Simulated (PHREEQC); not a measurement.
Make-up at 25 °C: 48 mmol/kgw HF, 32 mmol/kgw H2SiF6 and 1.4 mmol/kgw HBF4. Closed to the air; pH follows from the charge balance.

All values are PHREEQC results (ion-association model, wateq4f.dat), not measurements.

Each row changes one thing in this solution. This is a speciation only: nothing precipitates in the calculation.

```
case                                                pH  ionic strength (mol/kgw)  HF (mol/kgw)  H2F2 (mol/kgw)  F- (mol/kgw)  HF2- (mol/kgw)  SI of Quartz (SiO2)
------------------------------------------------  ----  ------------------------  ------------  --------------  ------------  --------------  -------------------
as made                                           1.26                    0.0981        0.0391         0.00407      0.000639         9.79e-5                -3.20
HBF4 from 0.0014 to 0.00154 mol/kgw               1.26                    0.0983        0.0391         0.00407           [?]         9.78e-5                -3.19
HBF4 from 0.0014 to 0.0007 mol/kgw                1.27                    0.0974        0.0390         0.00406      0.000645             [?]                -3.20
H2SiF6 from 0.032 to 0.0288 mol/kgw               1.30                    0.0886        0.0390         0.00405      0.000694        0.000106                -3.30
HBF4 replaced by (NH4)2SiF6 at the same molality  1.27                     0.101        0.0390         0.00406      0.000655             [?]                -3.20
H2SiF6 from 0.032 to 0.016 mol/kgw                1.53                    0.0507        0.0387         0.00395       0.00109        0.000164                -3.89
diluted 2-fold with water                         1.54                    0.0494        0.0210         0.00116           [?]         4.98e-5                -2.32
temperature from 25 to 10 °C                      1.26                    0.0982        0.0357         0.00571      0.000749         9.06e-5                -4.02
```

Some entries are withheld; supply them.


- HBF4 from 0.0014 to 0.00154 mol/kgw, F- (mol/kgw): 0.000638
- HBF4 from 0.0014 to 0.0007 mol/kgw, HF2- (mol/kgw): 9.88e-5
- HBF4 replaced by (NH4)2SiF6 at the same molality, HF2- (mol/kgw): 0.000100
- diluted 2-fold with water, F- (mol/kgw): 0.000611

Constants without temperature data keep their 25 °C values here. SiF6-2 is the database's only silicon fluoride. Real BF4- forms and hydrolyses slowly; the run takes it at equilibrium.
